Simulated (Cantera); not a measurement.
Cantera run, input and output.

```python
import numpy as np
import cantera as ct

gas = ct.Solution("gri30.yaml")
gas.TPX = 1425, 1333, {'H2': 0.034, 'O2': 1}
reactor = ct.IdealGasConstPressureReactor(gas, energy="off", clone=False)
net = ct.ReactorNet([reactor])
net.rtol, net.atol = 1e-08, 1e-18
show = ['H2', 'O2', 'HO2', 'H2O', 'H']
times = np.geomspace(3e-06, 2, 13)

steps = ct.SolutionArray(gas, extra=["t"])
rows = []
print(f"{'t/s':>10s}{'T/K':>9s}{'P/Pa':>11s}" + "".join(f"{s:>11s}" for s in show))
for t in times:
    while net.time < t:
        t_next = net.step()
        steps.append(gas.state, t=t_next)
    rows.append([np.interp(t, steps.t, y) for y in (steps.T, steps.P, *steps(*show).X.T)])
    print(f"{t:10.3e}{rows[-1][0]:9.1f}{rows[-1][1]:11.4g}" + "".join(f"{x:11.3e}" for x in rows[-1][2:]))
rate = np.gradient(steps.T, steps.t)
print("integrator steps:", len(steps.t))
if steps.T.max() > steps.T[0] + 200:
    print(f"time of steepest temperature rise: {steps.t[rate.argmax()]:.4e} s")
gas.TPX = 1425, 1333, {'H2': 0.034, 'O2': 1}
gas.equilibrate("TP")
print(f"equilibrium (TP): T = {gas.T:.1f} K  " + "  ".join(f"{s} {gas[s].X[0]:.3e}" for s in show))
```

It prints:

```
       t/s      T/K       P/Pa         H2         O2        HO2        H2O          H
 3.000e-06   1425.0       1333  3.288e-02  9.671e-01  3.133e-09  3.359e-12  2.897e-09
 9.172e-06   1425.0       1333  3.288e-02  9.671e-01  9.580e-09  8.753e-11  7.663e-09
 2.804e-05   1425.0       1333  3.288e-02  9.671e-01  2.928e-08  1.973e-09  1.701e-08
 8.572e-05   1425.0       1333  3.288e-02  9.671e-01  8.949e-08  3.646e-08  3.938e-08
 2.621e-04   1425.0       1333  3.288e-02  9.671e-01  2.734e-07  8.096e-07  2.418e-07
 8.012e-04   1425.0       1333  3.264e-02  9.669e-01  8.674e-07  1.696e-04  3.584e-05
 2.449e-03   1425.0       1333  4.692e-04  9.377e-01  1.224e-06  2.881e-02  2.706e-03
 7.489e-03   1425.0       1333  3.733e-04  9.386e-01  1.174e-06  2.919e-02  2.460e-03
 2.289e-02   1425.0       1333  3.377e-04  9.414e-01  1.127e-06  2.956e-02  2.093e-03
 6.999e-02   1425.0       1333  2.531e-04  9.480e-01  9.954e-07  3.042e-02  1.324e-03
 2.140e-01   1425.0       1333  1.224e-04  9.575e-01  6.964e-07  3.171e-02  4.298e-04
 6.542e-01   1425.0       1333  3.135e-05  9.640e-01  3.086e-07  3.271e-02  5.422e-05
 2.000e+00   1425.0       1333  5.281e-06  9.660e-01  9.300e-08  3.316e-02  3.707e-06
integrator steps: 1036
equilibrium (TP): T = 1425.0 K  H2 1.949e-07  O2 9.665e-01  HO2 6.816e-08  H2O 3.338e-02  H 2.626e-08
```

Model: GRI-Mech 3.0 (53 species, 325 reactions), integrated in Cantera. Radical loss at walls, strong at low pressure, is not modelled.
